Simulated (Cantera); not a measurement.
Input (Python, Cantera) and output of one run.

```python
import numpy as np
import cantera as ct

gas_names = """
    CL CLO CL2 Fe FeCL FeCL2 FeCL3 FeO Fe2CL4 Fe2CL6 N NO NO2 NO3 N2 N2O O O2 O3
""".split()
cond_names = """
    Fe(a) Fe(c) Fe(d) Fe(L) FeCL2(s) FeCL2(L) FeCL3(s) FeCL3(L) FeO(s) FeO(L) Fe2O3(s) Fe3O4(s)
""".split()


# ... load() reads the species with a 1 bar reference pressure and builds the phases ...
atoms = {
    'Fe2O3': {'Fe': 2, 'O': 3},
    'Cl2': {'CL': 2},
    'N2': {'N': 2},
}
top_T = {'Fe2O3(s)': 1830, 'Fe3O4(s)': 1870}  # K; cautious upper limits of use, not melting points


# ... equilibrate(T, P, feed) seeds the gas with the atoms and calls Mixture.equilibrate('TP', solver="vcs", rtol=1e-11, max_steps=5000) ...
results = []
feed = {'Fe2O3': 1, 'Cl2': 0.97, 'N2': 0.33}  # mol
T = 1225  # K
P = 101325  # Pa
mix = equilibrate(T, P, feed)
results.append((T, P, feed, dict(zip(mix.species_names, mix.species_moles))))
x = sorted(zip(gas.X, gas.species_names), reverse=True)
print(f"T = {T:g} K  P = {P:g} Pa  gas = {mix.phase_moles(0):.4g} mol")
print("   x: " + "  ".join(f"{s} {v:.3e}" for v, s in x if v > 1e-06))
print("   condensed (mol): " + ("  ".join(f"{mix.phase(i).name} {mix.phase_moles(i):.4g}"
      for i in range(1, mix.n_phases) if mix.phase_moles(i) > 1e-12) or "none"))
```

Output:

```
T = 1225 K  P = 101325 Pa  gas = 1.358 mol
   x: CL2 4.848e-01  N2 2.429e-01  FeCL3 1.419e-01  O2 1.157e-01  FeCL2 8.251e-03  CL 4.222e-03  Fe2CL6 2.062e-03  NO 9.717e-05  CLO 5.425e-05  Fe2CL4 3.401e-05  NO2 1.094e-06
   condensed (mol): Fe2O3(s) 0.8952
```

These are equilibrium values from Cantera (NASA tables, ideal gas, pure condensed phases), not measurements of a reactor.
